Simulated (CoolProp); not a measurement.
Vapour-liquid equilibrium of isohexane (1) + n-hexane (2) at -30.65 °C; x and y are mole fractions of (1).

The numbers come from the multi-fluid Helmholtz-energy mixture model, Lemmon 2006 and Thol 2019; pair parameters Bell 2016 in CoolProp.

### Question
Give the bubble pressure and the first vapour's composition at x = 0.05, 0.5, 0.95. Is there an azeotrope?

### Answer
x = 0.05: 0.9423 kPa, y = 0.082; x = 0.5: 1.215 kPa, y = 0.621; x = 0.95: 1.458 kPa, y = 0.967. No azeotrope shows between x = 0.05 and 0.95.

The pair parameters rest on a limited set of measurements; away from them the model extrapolates.
